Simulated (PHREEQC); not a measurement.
Make-up at 25 °C: 10 mmol/kgw CuSO4, 0.39 mmol/kgw ZnCl2, 66 mmol/kgw H2SO4 and 2.1 mmol/kgw Na2SO4. Closed to the air; pH follows from the charge balance.

All values are PHREEQC results (ion-association model, wateq4f.dat), not measurements.

**Question.** The ionic strength comes out as 0.121 mol/kgw. What activity coefficients do Na+, Cl-, Zn(SO4)2-2, Zn+2, HSO4- get?

**Answer.** Na+ 0.77, Cl- 0.75, Zn(SO4)2-2 0.35, Zn+2 0.38, HSO4- 0.76.

Precipitation was switched off in this run.
